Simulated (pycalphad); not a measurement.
CALPHAD calculation (pycalphad, COST 507 light-alloy database (1999)), 1 atm. The data set is of 1999 and partly superseded. Phase fractions are per mole of atoms. Kinetics are ignored, which matters at the lower temperatures.

Q: Give the equilibrium state of Ti-14.38Hf-0.53B (at.%) at 1550 K.

A: bcc, fraction 0.993, with 14.5 Hf, 0.17 B at.%; BM, fraction 0.007, with 1.6 Hf, 50.0 B at.%.

Q: Give the equilibrium state of Ti-14.38Hf-0.53B (at.%) at 950 K.

A: hcp, fraction 0.991, with 14.5 Hf, 0.08 B at.%; BM, fraction 0.009, with 0.84 Hf, 50.0 B at.%.

Database names, with the compositions (at.%) that they take in these runs: BM: Ti 48-50 B 50 Hf 0-2.
